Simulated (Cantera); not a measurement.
Feed: 1 mol Si3N4, 1.7 mol NF3, 4 mol Cl2, held at 1873 K and 0.120 bar.

Equilibrium computed with Cantera from the NASA thermochemical tables; the gas is ideal and each condensed phase is pure. Candidate condensed phases: Si, Si3N4; 24 gas species. The tables' values for SiCl3, SiF3, SiF2 are old estimates; treat these amounts as uncertain. Rates play no part.

Base state: N2 0.408, SiCl4 0.233, SiF4 0.180, Cl 0.148, Cl2 0.0136, SiCl3 0.0122, SiF3 0.00340, SiCl2 0.000908 (mole fractions); condensed: gas only.

Q: What changes in the equilibrium state with this change: NF3 from 1.7 to 2.8 mol?

A: 
```json
[
 {"species": "N2", "before": "0.408", "after": "0.333"},
 {"species": "Cl", "before": "0.148", "after": "0.313"},
 {"species": "SiF4", "before": "0.180", "after": "0.205"},
 {"species": "SiCl4", "before": "0.233", "after": "0.0856"},
 {"species": "SiCl3", "before": "0.0122", "after": "0.00212"},
 {"species": "Cl2", "before": "0.0136", "after": "0.0608"},
 {"species": "SiCl2", "before": "0.000908", "after": "7.46e-5"},
 {"species": "SiF2", "before": "2.15e-5", "after": "3.11e-6"},
 {"species": "SiF3", "before": "0.00340", "after": "0.00137"}
]
```
The tables' values for SiCl3, SiF3 are old estimates; treat these amounts as uncertain.
